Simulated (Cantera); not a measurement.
A Cantera script and what it prints.

```python
import numpy as np
import cantera as ct

gas_names = """
    B BH BH2 BH3 BN B2 H H2 N NH NH2 NH3 N2 N2H2 N2H4
""".split()
cond_names = """
    B(b) B(L) BN(s)
""".split()


# ... load() reads the species with a 1 bar reference pressure and builds the phases ...
atoms = {
    'B': {'B': 1},
    'NH3': {'N': 1, 'H': 3},
    'N2': {'N': 2},
}
top_T = {'BN(s)': 3200}  # K; cautious upper limits of use, not melting points


# ... equilibrate(T, P, feed) seeds the gas with the atoms and calls Mixture.equilibrate('TP', solver="vcs", rtol=1e-11, max_steps=5000) ...
results = []
feed = {'B': 1, 'NH3': 18, 'N2': 87}  # mol
T = 1523  # K
P = 100000  # Pa
mix = equilibrate(T, P, feed)
results.append((T, P, feed, dict(zip(mix.species_names, mix.species_moles))))
print(gas.report(threshold=0.0001))
for i in range(1, mix.n_phases):
    print(f"{mix.phase(i).name:16s} {mix.phase_moles(i):12.5e} mol")
```

Output:

```
       temperature   1523 K
          pressure   1e+05 Pa
           density   0.17598 kg/m^3
  mean mol. weight   22.284 kg/kmol
   phase of matter   gas

                          1 kg             1 kmol
                     ---------------   ---------------
          enthalpy        1.7372e+06        3.8711e+07  J
   internal energy        1.1689e+06        2.6048e+07  J
           entropy             10451        2.3289e+05  J/K
    Gibbs function        -1.418e+07       -3.1598e+08  J
 heat capacity c_p            1539.8             34313  J/K
 heat capacity c_v            1166.7             25999  J/K

                      mass frac. Y      mole frac. X     chem. pot. / RT
                     ---------------   ---------------   ---------------
                H2          0.019939           0.22039            -20.16
                N2           0.98006           0.77959           -26.308
     [  +13 minor]        4.5303e-06        1.6136e-05

B(b)              0.00000e+00 mol
BN(s)             1.00000e+00 mol
```

Method: chemical equilibrium by Gibbs-energy minimisation in Cantera with the NASA 1993 tables (ideal gas, pure condensed phases).
